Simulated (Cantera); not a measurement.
Input: 1 mol Ca(OH)₂, 0.2 mol H₂O, 0.24 mol CO₂, equilibrated at 1973.15 K and 0.133 bar.

Method: chemical equilibrium by Gibbs-energy minimisation in Cantera with the NASA 1993 tables (ideal gas, pure condensed phases). Kinetics and transport are ignored.

```
species        before     after
-----------  --------  --------
H₂O             0.818     0.799
CO₂             0.159     0.151
H₂            0.00697    0.0154
O₂            0.00569    0.0124
CO            0.00609    0.0130
Ca(OH)₂       6.75e-5   6.59e-5
H            0.000309   0.00153
O            0.000112  0.000552
OH            0.00344   0.00754
CaO(s), mol     1.000     1.000
```
Gas species are given as mole fractions.

Name the change that produced these shifts.
A. temperature from 1973.15 K to 1698 K
B. pressure from 0.133 bar to 12.0 mbar
C. CO₂ from 0.24 to 0.082 mol
D. temperature from 1973.15 K to 1398.15 K

B, pressure from 0.133 bar to 12.0 mbar
